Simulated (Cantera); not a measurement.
Equilibrium for thermal oxidation and active oxidation of silicon: Si + O2 + H2

A closed system holds: 1 mol Si, 0.0012 mol O2, 1.2 mol H2, equilibrated at 1.50e-6 bar.

Method: chemical equilibrium by Gibbs-energy minimisation in Cantera with the NASA 1993 tables (ideal gas, pure condensed phases). Candidate condensed phases: H2O, Si, SiO2; 18 gas species. Equilibrium is a limit: real reactors are often held back by kinetics, nucleation or transport.

From 1277 °C to 1377 °C the condensed part is Si(s). From 1427 °C to 1627 °C nothing is condensed. The main Si-bearing gas is Si throughout.

```tsv
T (°C)	x H2	x Si	x H	x SiO	x Si2	x SiH	x Si3	n Si(s)
1277	0.951	0.0221	0.0251	0.00193	4.00e-5	6.95e-5	7.99e-6	0.970
1327	0.891	0.0650	0.0419	0.00182	0.000162	0.000164	3.55e-5	0.911
1377	0.754	0.179	0.0644	0.00157	0.000602	0.000347	0.000143	0.722
1427	0.482	0.430	0.0835	0.00105	0.00180	0.000566	0.000430	0
1477	0.448	0.423	0.127	0.00102	0.000923	0.000458	9.54e-5	0
1527	0.402	0.410	0.185	0.000991	0.000481	0.000364	2.22e-5	0
1577	0.346	0.394	0.259	0.000950	0.000253	0.000281	5.37e-6	0
1627	0.280	0.375	0.343	0.000904	0.000135	0.000211	1.36e-6	0
```
x: gas mole fraction; n: condensed amount in mol.
